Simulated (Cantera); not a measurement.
Cantera with NASA thermochemical tables; ideal gases at 1 bar, condensed phases pure. Values are per mole of reaction as written; species without (g) are pure solids or liquids, kept so even where they would boil at 1 bar.

10 OH(g) + 4 PH3(g) = 11 H2(g) + P4O10(g)

| T (K) | ΔH° (kJ) | ΔS° (J/K) | ΔG° (kJ) | log10 K |
|---|---|---|---|---|
| 375 | ? | ? | ? | ? |
| 425 | -3309.5 | -810.0 | -2965.2 | 364.44 |
| 475 | -3304.9 | -799.7 | -2925.0 | 321.65 |
| 525 | -3300.1 | -790.2 | -2885.2 | 287.06 |
| 575 | ? | ? | ? | ? |
| 625 | ? | ? | ? | ? |
| 675 | -3285.9 | -766.3 | -2768.6 | 214.24 |

### Question
Complete the blanks.

### Answer

- 375, ΔH° (kJ): -3313.8
- 375, ΔS° (J/K): -820.8
- 375, ΔG° (kJ): -3006.0
- 375, log10 K: 418.71
- 575, ΔH° (kJ): -3295.3
- 575, ΔS° (J/K): -781.4
- 575, ΔG° (kJ): -2846.0
- 575, log10 K: 258.53
- 625, ΔH° (kJ): -3290.5
- 625, ΔS° (J/K): -773.5
- 625, ΔG° (kJ): -2807.1
- 625, log10 K: 234.60
